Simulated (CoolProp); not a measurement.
Properties of nitrous oxide along the isobar 23.7 MPa.

Values from CoolProp's reference Helmholtz-energy equation of state, Lemmon 2006. It is a short technical equation, of lower accuracy than the large ones.

```json
[
 {"T (K)": "206.3", "phase": "liquid", "density (kg/m³)": "1203", "cp (kJ/(kg K))": "1.670", "cv (kJ/(kg K))": "0.9458", "isothermal compressibility (1/MPa)": "0.001183"},
 {"T (K)": "220.4", "phase": "liquid", "density (kg/m³)": "1164", "cp (kJ/(kg K))": "1.680", "cv (kJ/(kg K))": "0.9343", "isothermal compressibility (1/MPa)": "0.001433"},
 {"T (K)": "234.5", "phase": "liquid", "density (kg/m³)": "1125", "cp (kJ/(kg K))": "1.698", "cv (kJ/(kg K))": "0.9254", "isothermal compressibility (1/MPa)": "0.001754"},
 {"T (K)": "248.6", "phase": "liquid", "density (kg/m³)": "1083", "cp (kJ/(kg K))": "1.722", "cv (kJ/(kg K))": "0.9186", "isothermal compressibility (1/MPa)": "0.002174"},
 {"T (K)": "262.7", "phase": "liquid", "density (kg/m³)": "1040", "cp (kJ/(kg K))": "1.755", "cv (kJ/(kg K))": "0.9136", "isothermal compressibility (1/MPa)": "0.002734"},
 {"T (K)": "276.8", "phase": "liquid", "density (kg/m³)": "994.8", "cp (kJ/(kg K))": "1.795", "cv (kJ/(kg K))": "0.9100", "isothermal compressibility (1/MPa)": "0.003500"},
 {"T (K)": "290.9", "phase": "liquid", "density (kg/m³)": "946.5", "cp (kJ/(kg K))": "1.846", "cv (kJ/(kg K))": "0.9078", "isothermal compressibility (1/MPa)": "0.004575"},
 {"T (K)": "305", "phase": "liquid", "density (kg/m³)": "894.8", "cp (kJ/(kg K))": "1.908", "cv (kJ/(kg K))": "0.9069", "isothermal compressibility (1/MPa)": "0.006126"},
 {"T (K)": "319.1", "phase": "supercritical", "density (kg/m³)": "839.2", "cp (kJ/(kg K))": "1.983", "cv (kJ/(kg K))": "0.9072", "isothermal compressibility (1/MPa)": "0.008422"},
 {"T (K)": "333.2", "phase": "supercritical", "density (kg/m³)": "779.2", "cp (kJ/(kg K))": "2.067", "cv (kJ/(kg K))": "0.9088", "isothermal compressibility (1/MPa)": "0.01185"},
 {"T (K)": "347.3", "phase": "supercritical", "density (kg/m³)": "715.0", "cp (kJ/(kg K))": "2.147", "cv (kJ/(kg K))": "0.9113", "isothermal compressibility (1/MPa)": "0.01680"},
 {"T (K)": "361.4", "phase": "supercritical", "density (kg/m³)": "648.3", "cp (kJ/(kg K))": "2.194", "cv (kJ/(kg K))": "0.9135", "isothermal compressibility (1/MPa)": "0.02326"},
 {"T (K)": "375.5", "phase": "supercritical", "density (kg/m³)": "582.9", "cp (kJ/(kg K))": "2.176", "cv (kJ/(kg K))": "0.9137", "isothermal compressibility (1/MPa)": "0.03023"}
]
```
